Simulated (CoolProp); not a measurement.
Vapour-liquid equilibrium of R13 (1) + n-butane (2) at 0.146 MPa; x and y are mole fractions of (1).

Model: multi-fluid Helmholtz-energy mixture model, Platzer 1990 and Bücker 2006; pair parameters Bell 2016, in CoolProp. This equation is an older, rougher fit; its heat capacities, sound speeds and derivatives of the liquid may be far off and weren't checked against measurements.

```
x     bubble temperature (K)  y at the bubble point  dew temperature at overall composition x (K)  liquid density (mol/L)
----  ----------------------  ---------------------  --------------------------------------------  ----------------------
0.05                   253.2                  0.692                                         281.2                   10.78
0.2                    221.3                  0.948                                         276.4                   11.67
0.35                   212.3                  0.974                                         270.9                   12.20
0.5                    208.1                  0.982                                         264.3                   12.66
0.65                   205.2                  0.988                                         256.0                   13.11
0.8                    202.6                  0.993                                         244.2                   13.59
0.95                   199.9                  0.998                                         220.7                   14.10
```

No azeotrope shows between x = 0.05 and 0.95.

Pair parameters are fitted to limited data, so mixtures are less certain than the pure fluids. With so large a gap from Raoult's law the liquid may split in two, which this calculation doesn't test in full.
